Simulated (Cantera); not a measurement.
Ignition delay

Mixture: CH4 : O2 : N2 = 1 : 3.23 : 15.2 (molar parts), equivalence ratio 0.62, at 10.0 bar, adiabatic and at constant volume. Ignition delay is the time to a rise of 400 K.

Detailed kinetics in Cantera: GRI-Mech 3.0 (53 species, 325 reactions).

| T0 (K) | delay (ms) |
|---|---|
| 1075 | 24.7 |
| 1150 | 8.56 |
| 1225 | 3.31 |
| 1300 | 1.39 |
| 1375 | 0.617 |
| 1450 | 0.290 |

```
Item                                                    Result
--------------------------------------------------  ----------
apparent activation energy between 1300 and 1450 K  160 kJ/mol
```
